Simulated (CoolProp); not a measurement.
A single-stage vapour-compression cycle with n-perfluoropentane: evaporating at 310.15 K (dew point), condensing at 380.15 K (bubble point), superheat 8 K, subcooling 2 K, compressor efficiency 0.9, no pressure losses. Each further row changes one setting.

Model: reference Helmholtz-energy equation of state, Gao 2022, in CoolProp.

```
case                              cooling COP  pressure ratio  discharge temperature (K)  refrigerating effect (kJ/kg)  volumetric capacity (kJ/m³)
--------------------------------  -----------  --------------  -------------------------  ----------------------------  ---------------------------
as stated                                1.11            6.76                      380.1                          16.9                          261
evaporating temperature 315.15 K         1.47            5.71                      380.1                          20.8                          378
condensing temperature 375.15 K          1.57            6.05                      375.1                          23.1                          357
subcooling 7 K                           1.52            6.76                      380.1                          23.1                          357
superheat 18 K                           1.51            6.76                      380.1                          25.5                          379
compressor efficiency 0.8               0.986            6.76                      380.1                          16.9                          261
```

The compression ends wet for: as stated; evaporating temperature 315.15 K; condensing temperature 375.15 K; subcooling 7 K; superheat 18 K; compressor efficiency 0.8.
